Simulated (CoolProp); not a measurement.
Vapour pressure (bar) of R124: the reference equation beside estimates from Tc = 395.4 K, pc = 36.24 bar, ω = 0.288. Clausius-Clapeyron is anchored at 253.8 K with a constant enthalpy of vaporisation of 23.10 kJ/mol.

The numbers come from the reference Helmholtz-energy equation of state, de Vries 1995 in CoolProp.

```csv
T (K),reference,Lee-Kesler,Clausius-Clapeyron,Soave-Redlich-Kwong,Peng-Robinson
253.8,0.7357,0.7294,0.7357,0.7316,0.7389
262.7,1.079,1.074,1.066,1.075,1.079
271.7,1.543,1.541,1.513,1.540,1.539
280.6,2.141,2.143,2.093,2.141,2.132
289.5,2.903,2.911,2.838,2.910,2.888
298.5,3.868,3.883,3.790,3.886,3.847
307.4,5.044,5.065,4.963,5.078,5.018
316.3,6.470,6.496,6.400,6.526,6.443
325.3,8.199,8.228,8.161,8.286,8.175
334.2,10.23,10.25,10.25,10.35,10.21
```

Absolute difference from the reference over all 10 rows, mean and median: Lee-Kesler 0.4 and 0.4 %, Clausius-Clapeyron 1.3 and 1.4 %, Soave-Redlich-Kwong 0.6 and 0.5 %, Peng-Robinson 0.4 and 0.4 %.
